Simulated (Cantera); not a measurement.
Cantera run:

```python
import numpy as np
import cantera as ct

gas_names = """
    Ca SO3 S2 O2 SO2
""".split()
cond_names = """
    CaO(s) CaO(L) CaS(s)
""".split()


# ... load() reads the species with a 1 bar reference pressure and builds the phases ...
species = {s.name: s for s in load("nasa_gas.yaml", gas_names) + load("nasa_condensed.yaml", cond_names)}
# Each term lists the table entries of one substance; the one whose range holds T is used.
reactions = {
    '6 Ca(g) + 2 SO3(g) = S2(g) + 6 CaO':
        [(-6, ['Ca']), (-2, ['SO3']), (1, ['S2']), (6, ['CaO(s)', 'CaO(L)'])],
    '2 CaS + 3 O2(g) = 2 SO2(g) + 2 CaO':
        [(-2, ['CaS(s)']), (-3, ['O2']), (2, ['SO2']), (2, ['CaO(s)', 'CaO(L)'])],
}


def pick(names, T):
    return next(species[n] for n in names if species[n].thermo.min_temp <= T <= species[n].thermo.max_temp)


results = []
for label, terms in reactions.items():
    print(label)
    print("     T/K   dH/kJ  dS/(J/K)   dG/kJ   log10 K")
    for T in [300, 2048, 2198, 2348, 2498, 2648]:
        used = [(nu, pick(names, T)) for nu, names in terms]
        dH = sum(nu * s.thermo.h(T) for nu, s in used) / 1e6
        dS = sum(nu * s.thermo.s(T) for nu, s in used) / 1e3
        dG = dH - T * dS / 1e3
        logK = -dG * 1e6 / (ct.gas_constant * T * np.log(10))
        results.append((label, T, dH, dS, dG, logK, [s.name for _, s in used]))
        print(f"{T:8g} {dH:8.1f} {dS:8.1f} {dG:8.1f} {logK:8.2f}")
```

Output:

```
6 Ca(g) + 2 SO3(g) = S2(g) + 6 CaO
     T/K   dH/kJ  dS/(J/K)   dG/kJ   log10 K
     300  -3957.3   -984.7  -3661.9   637.58
    2048  -3804.8   -826.8  -2111.5    53.85
    2198  -3789.0   -819.3  -1988.1    47.24
    2348  -3772.8   -812.2  -1865.7    41.50
    2498  -3756.5   -805.5  -1744.4    36.48
    2648  -3740.2   -799.1  -1624.0    32.04
2 CaS + 3 O2(g) = 2 SO2(g) + 2 CaO
     T/K   dH/kJ  dS/(J/K)   dG/kJ   log10 K
     300   -917.4   -155.9   -870.7   151.60
    2048   -913.9   -157.1   -592.2    15.10
    2198   -913.4   -156.8   -568.7    13.51
    2348   -912.9   -156.6   -545.2    12.13
    2498   -912.5   -156.4   -521.7    10.91
    2648   -912.2   -156.3   -498.2     9.83
```

Cantera with NASA thermochemical tables; ideal gases at 1 bar, condensed phases pure. Condensed species are held in their standard states even where they would react or evaporate.
